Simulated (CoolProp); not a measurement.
Vapour-liquid equilibrium of ethane (1) + n-butane (2) at -58.45 °C; x and y are mole fractions of (1).

The numbers come from the multi-fluid Helmholtz-energy mixture model, Bücker 2006 and Bücker 2006; pair parameters Kunz 2012 in CoolProp.

| x | bubble pressure (bar) | y at the bubble point | dew pressure at overall composition x (bar) | liquid density (mol/L) |
|---|---|---|---|---|
| 0.05 | 0.2405 | 0.778 | (withheld) | 11.57 |
| 0.2 | 0.8230 | 0.943 | 0.06927 | 12.24 |
| 0.35 | 1.426 | 0.972 | 0.08499 | 12.96 |
| 0.5 | 2.029 | 0.984 | 0.1099 | 13.74 |
| 0.65 | (withheld) | 0.991 | 0.1555 | 14.59 |
| 0.8 | 3.204 | 0.995 | 0.2657 | 15.49 |
| 0.95 | (withheld) | 0.999 | 0.9102 | 16.44 |

Q: Complete the blanks.

A: 
- 0.05, dew pressure at overall composition x (bar): 0.05846
- 0.65, bubble pressure (bar): 2.619
- 0.95, bubble pressure (bar): 3.810

No azeotrope shows between x = 0.05 and 0.95.

The pair parameters rest on a limited set of measurements; away from them the model extrapolates.
